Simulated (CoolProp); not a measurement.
Vapour-liquid equilibrium of n-butane (1) + trans-2-butene (2) at 2.37 bar; x and y are mole fractions of (1).

Values from CoolProp's multi-fluid Helmholtz-energy mixture model, Bücker 2006 and Lemmon 2005; pair parameters Bell 2016.

| x | bubble temperature (K) | y at the bubble point | dew temperature at overall composition x (K) | liquid density (mol/L) |
|---|---|---|---|---|
| 0.05 | 298.4 | 0.055 | 298.4 | 10.62 |
| 0.125 | 298.1 | 0.135 | 298.1 | 10.56 |
| 0.2 | 297.9 | 0.212 | 297.9 | 10.49 |
| 0.275 | 297.7 | 0.287 | 297.8 | 10.43 |
| 0.35 | 297.6 | 0.361 | 297.6 | 10.37 |
| 0.425 | 297.5 | 0.434 | 297.5 | 10.31 |
| 0.5 | 297.4 | 0.507 | 297.4 | 10.25 |
| 0.575 | 297.4 | 0.580 | 297.4 | 10.19 |
| 0.65 | 297.3 | 0.653 | 297.3 | 10.14 |
| 0.725 | 297.3 | 0.726 | 297.3 | 10.08 |
| 0.8 | 297.3 | 0.800 | 297.3 | 10.02 |
| 0.875 | 297.3 | 0.875 | 297.3 | 9.965 |
| 0.95 | 297.3 | 0.950 | 297.3 | 9.909 |

y crosses x between x = 0.8 and 0.875: the model has an azeotrope there.

The pair parameters rest on a limited set of measurements; away from them the model extrapolates.
